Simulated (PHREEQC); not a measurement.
Solution (25 °C): 0.00031 mol/kgw Al2(SO4)3 and 0.005 mol/kgw NaHCO3. Closed to the air; pH follows from the charge balance.

Equilibrium calculation in PHREEQC: ion-association model, phreeqc.dat.

**Question.** The ionic strength comes out as 0.00608 mol/kgw. What activity coefficients do Na+, NaSO4-, Al(OH)4-, HCO3-, AlOH+2 get?

**Answer.** Na+ 0.92, NaSO4- 0.92, Al(OH)4- 0.92, HCO3- 0.92, AlOH+2 0.72.

No solid was allowed to form. Saturation is exceeded, for instance for Al(OH)3(a), Gibbsite (slow to form); the values hold only as long as no solid forms.
